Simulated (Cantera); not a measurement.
An isothermal, constant-pressure homogeneous reactor starts with C₂H₄ : H₂ = 1 : 6.6 (molar parts), at 1225 K and 0.860 bar. Integrator tolerance rtol = 1e-08.

Model: GRI-Mech 3.0 (53 species, 325 reactions), integrated in Cantera. GRI-Mech 3.0 was tuned for natural gas; its chemistry of ethylene as a main component is partial and can be far from experiment. GRI-Mech 3.0 stops at C3 and has no aromatics, soot or wall deposition, so with more carbon than oxygen in the feed, carbon stays in small species such as C2H2 where larger ones or solid carbon would form.

**Question.** What does this change do: H2 6.6 to 12 parts?

**Answer.** 
```
quantity                                             before                                    after
-----------------  ----------------------------------------  ---------------------------------------
x(C₂H₄) at 3.00 s    0.0367 (gas-phase equilibrium 0.00167)  0.0163 (gas-phase equilibrium 0.000364)
x(H₂) at 3.00 s         0.759 (gas-phase equilibrium 0.700)      0.857 (gas-phase equilibrium 0.834)
x(C₂H₂) at 3.00 s  0.00726 (gas-phase equilibrium 0.000338)  0.00288 (gas-phase equilibrium 6.18e-5)
x(CH₄) at 3.00 s        0.194 (gas-phase equilibrium 0.298)      0.122 (gas-phase equilibrium 0.166)
x(C₂H) at 3.00 s    3.44e-12 (gas-phase equilibrium <1e-12)  1.35e-12 (gas-phase equilibrium <1e-12)
x(C₂H₆) at 3.00 s  0.00258 (gas-phase equilibrium 0.000114)  0.00128 (gas-phase equilibrium 2.95e-5)
x(CH₂) at 3.00 s    8.48e-12 (gas-phase equilibrium <1e-12)  5.23e-12 (gas-phase equilibrium <1e-12)
```

**Question.** What does this change do: H2 6.6 to 46 parts?

**Answer.** 
```json
[
 {"quantity": "x(C₂H₄) at 3.00 s", "before": "0.0367 (gas-phase equilibrium 0.00167)", "after": "0.00302 (gas-phase equilibrium 1.90e-5)"},
 {"quantity": "x(H₂) at 3.00 s", "before": "0.759 (gas-phase equilibrium 0.700)", "after": "0.960 (gas-phase equilibrium 0.957)"},
 {"quantity": "x(C₂H₂) at 3.00 s", "before": "0.00726 (gas-phase equilibrium 0.000338)", "after": "0.000484 (gas-phase equilibrium 2.81e-6)"},
 {"quantity": "x(CH₄) at 3.00 s", "before": "0.194 (gas-phase equilibrium 0.298)", "after": "0.0358 (gas-phase equilibrium 0.0434)"},
 {"quantity": "x(C₂H) at 3.00 s", "before": "3.44e-12 (gas-phase equilibrium <1e-12)", "after": "<1e-12 (gas-phase equilibrium <1e-12)"},
 {"quantity": "x(C₂H₆) at 3.00 s", "before": "0.00258 (gas-phase equilibrium 0.000114)", "after": "0.000264 (gas-phase equilibrium 1.77e-6)"},
 {"quantity": "x(CH₂) at 3.00 s", "before": "8.48e-12 (gas-phase equilibrium <1e-12)", "after": "1.51e-12 (gas-phase equilibrium <1e-12)"}
]
```
